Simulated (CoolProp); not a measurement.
Properties of dodecamethylpentasiloxane (MD3M) along the isobar 834 kPa.

Model: reference Helmholtz-energy equation of state, Thol 2019, in CoolProp.

```csv
T (°C),phase,cp (kJ/(kg K)),speed of sound (m/s)
-38.05,liquid,1.517,1174
-22.65,liquid,1.570,1115
-7.35,liquid,1.617,1060
8.05,liquid,1.661,1007
23.35,liquid,1.702,956.1
38.65,liquid,1.740,907.4
54.05,liquid,1.776,860.0
69.35,liquid,1.811,814.5
84.65,liquid,1.844,770.4
100.05,liquid,1.877,727.2
115.35,liquid,1.909,685.5
130.75,liquid,1.942,644.6
146.05,liquid,1.973,604.9
161.35,liquid,2.005,566.1
176.75,liquid,2.037,527.8
192.05,liquid,2.069,490.4
```
